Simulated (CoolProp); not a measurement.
Vapour-liquid equilibrium of methanol (1) + benzene (2) at 0.715 MPa; x and y are mole fractions of (1).

Model: multi-fluid Helmholtz-energy mixture model, de Reuck 1993 and Thol 2012; pair parameters Bell 2016, in CoolProp.

| x | bubble temperature (K) | y at the bubble point | dew temperature at overall composition x (K) | liquid density (mol/L) |
|---|---|---|---|---|
| 0.05 | 420.2 | 0.232 | 430.8 | 9.592 |
| 0.125 | 409.4 | 0.405 | 426.4 | 10.13 |
| 0.2 | 403.8 | 0.493 | 422.0 | 10.64 |
| 0.275 | 400.7 | 0.545 | 417.5 | 11.17 |
| 0.35 | 398.8 | 0.580 | 412.9 | 11.75 |
| 0.425 | 397.5 | 0.608 | 408.2 | 12.39 |
| 0.5 | 396.6 | 0.635 | 403.4 | 13.11 |
| 0.575 | 395.9 | 0.663 | 399.0 | 13.93 |
| 0.65 | 395.5 | 0.695 | 396.2 | 14.86 |
| 0.725 | 395.2 | 0.736 | 395.3 | 15.93 |
| 0.8 | 395.3 | 0.788 | 395.3 | 17.14 |
| 0.875 | 395.6 | 0.853 | 395.8 | 18.52 |
| 0.95 | 396.4 | 0.936 | 396.5 | 20.11 |

y crosses x between x = 0.725 and 0.8: the model has an azeotrope there.

Pair parameters are fitted to limited data, so mixtures are less certain than the pure fluids.
